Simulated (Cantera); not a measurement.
A perfectly stirred reactor is fed with C3H8 : H2 = 1 : 9.4 (molar parts), at 0.000100 bar; it is held at 1350 K, and followed from long to short residence time.

Model: GRI-Mech 3.0 (53 species, 325 reactions), integrated in Cantera. GRI-Mech 3.0 was tuned for natural gas; its chemistry of propane as a main component is partial and can be far from experiment. GRI-Mech 3.0 stops at C3 and has no aromatics, soot or wall deposition, so with more carbon than oxygen in the feed, carbon stays in small species such as C2H2 where larger ones or solid carbon would form. Radical loss at walls, strong at low pressure, is not modelled.

### Question
What does this change do: pressure from 0.000100 bar to 0.0110 bar?

### Answer
```json
[
 {"quantity": "x(C3H8) at τ = 0.610 s", "before": "0.0111", "after": "0.000618"},
 {"quantity": "x(H2) at τ = 0.610 s", "before": "0.831", "after": "0.837"},
 {"quantity": "x(H) at τ = 0.610 s", "before": "0.00120", "after": "0.000205"},
 {"quantity": "x(CH4) at τ = 0.610 s", "before": "0.0801", "after": "0.0797"},
 {"quantity": "x(C2H) at τ = 0.610 s", "before": "1.54e-8", "after": "1.06e-8"},
 {"quantity": "x(C3H8) at τ = 21.0 ms", "before": "0.0893", "after": "0.00918"},
 {"quantity": "x(H2) at τ = 21.0 ms", "before": "0.898", "after": "0.833"},
 {"quantity": "x(H) at τ = 21.0 ms", "before": "0.000260", "after": "0.000408"},
 {"quantity": "x(CH4) at τ = 21.0 ms", "before": "0.00382", "after": "0.0789"},
 {"quantity": "x(C2H) at τ = 21.0 ms", "before": "1.70e-12", "after": "5.59e-9"}
]
```

### Question
What does this change do: temperature 1350 to 1675 K?

### Answer
```csv
quantity,before,after
x(C3H8) at τ = 0.610 s,0.0111,0.00101
x(H2) at τ = 0.610 s,0.831,0.826
x(H) at τ = 0.610 s,0.00120,0.00486
x(CH4) at τ = 0.610 s,0.0801,0.0821
x(C2H) at τ = 0.610 s,1.54e-8,1.83e-6
x(C3H8) at τ = 21.0 ms,0.0893,0.0238
x(H2) at τ = 21.0 ms,0.898,0.831
x(H) at τ = 21.0 ms,0.000260,0.00475
x(CH4) at τ = 21.0 ms,0.00382,0.0588
x(C2H) at τ = 21.0 ms,1.70e-12,2.08e-7
```
